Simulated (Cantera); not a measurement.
A closed system holds: 1 mol Al, 1.7 mol Cl2, held at 0.133 bar.

Cantera equilibrium calculation (NASA polynomials, part measured and part estimated; ideal gas, pure solids and liquids). Candidate condensed phases: Al, AlCl3; 8 gas species. Kinetics and transport are ignored. All values below are at 1125 K.

Base state: AlCl3 0.830, Cl2 0.166, Cl 0.00229, Al2Cl6 0.00199 (mole fractions); condensed: gas only.

What changes in the equilibrium state with this change: 1.3 mol HCl added?


| species | before | after |
|---|---|---|
| HCl | 0 | 0.520 |
| AlCl3 | 0.830 | 0.399 |
| Cl2 | 0.166 | 0.0792 |
| Al2Cl6 | 0.00199 | 0.000460 |
| Cl | 0.00229 | 0.00158 |
